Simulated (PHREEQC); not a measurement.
A made-up water analysis in mg/kgw, 25 °C, pH 5.86, pe -1.6: Na 0.124; K 0.0204; Ca 0.0164; Mg 0.0338; Cl 0.149; S(6) as SO4 0.0993; Alkalinity as HCO3 0.202; B 0.000293; Li 0.000659; Zn 0.00593; Br 0.000305; Mn(2) 0.00265.

Valence states are taken as typed.

Model: ion-association model, wateq4f.dat, run in PHREEQC.

```yaml
ionic_strength: 1.41e-5 mol/kgw
charge_balance_error: 1.4 %
```

```json
[
 {"species": "CO2", "molality": "1.45e-5", "activity": "1.45e-5", "log γ": "0.000"},
 {"species": "Na+", "molality": "5.39e-6", "activity": "5.37e-6", "log γ": "-0.002"},
 {"species": "HCO3-", "molality": "4.69e-6", "activity": "4.67e-6", "log γ": "-0.002"},
 {"species": "Cl-", "molality": "4.20e-6", "activity": "4.18e-6", "log γ": "-0.002"},
 {"species": "Mg+2", "molality": "1.39e-6", "activity": "1.37e-6", "log γ": "-0.008"},
 {"species": "H+", "molality": "1.39e-6", "activity": "1.38e-6", "log γ": "-0.002"},
 {"species": "SO4-2", "molality": "1.03e-6", "activity": "1.02e-6", "log γ": "-0.008"},
 {"species": "K+", "molality": "5.22e-7", "activity": "5.19e-7", "log γ": "-0.002"}
]
```

No solid was allowed to form. Complexes and solids missing from the database can't appear.
